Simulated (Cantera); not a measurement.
Input: 1 mol SiCl4, 1.1 mol Cl2, 6.7 mol H2, held at 975 Torr.

These are equilibrium values from Cantera (NASA tables, ideal gas, pure condensed phases), not measurements of a reactor. Candidate condensed phases: Si; 19 gas species. Rates play no part.

Task: At 623 K, list the 4 most abundant gas species with their mole fractions, and the condensed phases.

Result: H2 0.636, HCl 0.250, SiCl4 0.114, SiHCl3 1.34e-5. Condensed: gas only.
